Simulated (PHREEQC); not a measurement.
A solution holds 0.059 mol TMAH and 0.0016 mol K3PO4 per kg of water, at 25 °C. Closed to the air; pH follows from the charge balance.

Model: ion-association model, phreeqc.dat, run in PHREEQC.

Problem. The ionic strength comes out as 0.0682 mol/kgw. What activity coefficients do HPO4-2, PO4-3, K+, OH- get?

Solution. HPO4-2 0.42, PO4-3 0.13, K+ 0.79, OH- 0.79.

Precipitation was switched off in this run. (CH3)4N+ isn't in the database: it is added as a free cation with an ion size of 4 Å.
